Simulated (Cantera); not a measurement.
A perfectly stirred reactor is fed with 19.6 % CO, 2.75 % H2, 1.37 % CH4, 16.0 % O2, 60.2 % N2, at 570000 Pa; it is adiabatic with a 600 K inlet, and is followed from long to short residence time, starting on the burning branch (τ in s: 0.1, 0.043, 0.019, 0.0081, 0.0035, 0.0015, 0.00066, 0.00029, 0.00012, 5.4e-05, 2.3e-05, 1e-05, 4.4e-06).

Cantera simulation using GRI-Mech 3.0 (53 species, 325 reactions); the numbers are that mechanism's predictions, not measurements.

Task: Predict: blow-out, bracketed by the residence times tried; x(CO) at τ = 0.100 s; x(H2) at τ = 0.100 s; x(CH4) at τ = 0.100 s; x(OH) at τ = 0.100 s; x(CO) at τ = 0.660 ms; x(H2) at τ = 0.660 ms; x(CH4) at τ = 0.660 ms; x(OH) at τ = 0.660 ms.

Result: 
- blow-out, bracketed by the residence times tried: burning at 23.0 µs, out at 10.0 µs
- x(CO) at τ = 0.100 s: 0.0175
- x(H2) at τ = 0.100 s: 0.000773
- x(CH4) at τ = 0.100 s: 6.96e-8
- x(OH) at τ = 0.100 s: 0.00395
- x(CO) at τ = 0.660 ms: 0.0338
- x(H2) at τ = 0.660 ms: 0.00154
- x(CH4) at τ = 0.660 ms: 6.11e-6
- x(OH) at τ = 0.660 ms: 0.00571
